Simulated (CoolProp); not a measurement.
A closed Brayton cycle with carbon dioxide: compressor inlet 319.15 K and 9.1 MPa, high pressure 25.3 MPa, turbine inlet 960 K, compressor efficiency 0.85, turbine efficiency 0.85, recuperator effectiveness 0.8 (on enthalpy, no pinch check). Each further row changes one setting.

The numbers come from the reference Helmholtz-energy equation of state, Span 1996 in CoolProp.

```tsv
case	thermal efficiency (%)	net work (kJ/kg)	compressor to turbine work	compressor exit (K)	turbine exit (K)
as stated	30.5	107	0.28	387.9	832.6
turbine inlet 910 K	29.8	98.7	0.30	387.9	786.8
compressor inlet 329.15 K	29.6	?	0.35	412.5	832.6
high pressure 21.5 MPa	?	93.2	0.27	?	?
recuperator effectiveness 0.5	21.1	107	0.28	387.9	832.6
```

Question: Some entries are withheld; supply them.

Answer: 
- compressor inlet 329.15 K, net work (kJ/kg): 97.1
- high pressure 21.5 MPa, thermal efficiency (%): 28.3
- high pressure 21.5 MPa, compressor exit (K): 376.7
- high pressure 21.5 MPa, turbine exit (K): 852.2
